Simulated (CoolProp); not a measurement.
Hydrogen chloride along the isotherm -75.45 °C: Z from the reference equation and from simpler models built on Tc = 51.5 °C, pc = 8.314 MPa, ω = 0.130; each cubic takes its own stable root.

Computed with CoolProp (reference Helmholtz-energy equation of state, Thol 2018).

| p (MPa) | phase | reference | Redlich-Kwong | Soave-Redlich-Kwong |
|---|---|---|---|---|
| 1.89 | liquid | 0.03603 | 0.04133 | 0.04093 |
| 3.78 | liquid | 0.07189 | [?] | 0.08165 |
| 5.67 | liquid | [?] | 0.1233 | [?] |
| 7.56 | liquid | 0.1431 | 0.1639 | 0.1625 |
| 9.45 | liquid | 0.1785 | 0.2044 | 0.2026 |
| 11.3 | liquid | 0.2130 | 0.2438 | 0.2417 |
| 13.2 | liquid | [?] | [?] | 0.2817 |
| 15.1 | liquid | [?] | 0.3242 | 0.3216 |
| 17 | liquid | [?] | 0.3641 | 0.3613 |
| 18.9 | liquid | 0.3533 | 0.4039 | 0.4008 |
| 20.8 | liquid | 0.3881 | 0.4435 | 0.4402 |

Problem. What belongs in the gaps?

Solution. 
- 3.78, Redlich-Kwong: 0.08243
- 5.67, reference: 0.1076
- 5.67, Soave-Redlich-Kwong: 0.1222
- 13.2, reference: 0.2483
- 13.2, Redlich-Kwong: 0.2841
- 15.1, reference: 0.2834
- 17, reference: 0.3184
